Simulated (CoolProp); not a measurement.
Values from CoolProp's reference Helmholtz-energy equation of state, Penoncello 2003.

### Question
For CHF3 (R23), give the phase and the cp (kJ/(kg K)), conductivity (mW/(m K)) at 135.2 K and 21.5 bar; 473.6 K and 6.48 bar; 349 K and 0.891 bar.

### Answer
- 135.2 K and 21.5 bar: liquid; cp 1.19, conductivity 217
- 473.6 K and 6.48 bar: gas; cp 0.971, conductivity 23.6
- 349 K and 0.891 bar: gas; cp 0.806, conductivity 16.3

Thermal conductivity comes from a separate model (Shan 2000).
